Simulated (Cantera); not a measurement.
A closed system holds: 1 mol Si2H6, 28 mol H2, 0.0094 mol Cl2, equilibrated at 1025 K and 31.5 Torr.

These are equilibrium values from Cantera (NASA tables, ideal gas, pure condensed phases), not measurements of a reactor. Candidate condensed phases: Si; 19 gas species. The feed counts by its element totals alone. Equilibrium is a limit: real reactors are often held back by kinetics, nucleation or transport.

Base state: H2 0.999, HCl 0.000604 (mole fractions); condensed: Si(s).

**Question.** What changes in the equilibrium state with this change: Cl2 from 0.0094 to 0.019 mol?

**Answer.** 
| species | before | after |
|---|---|---|
| H2 | 0.999 | 0.999 |
| HCl | 0.000604 | 0.00121 |
| Si(s), mol | 2.00 | 2.00 |
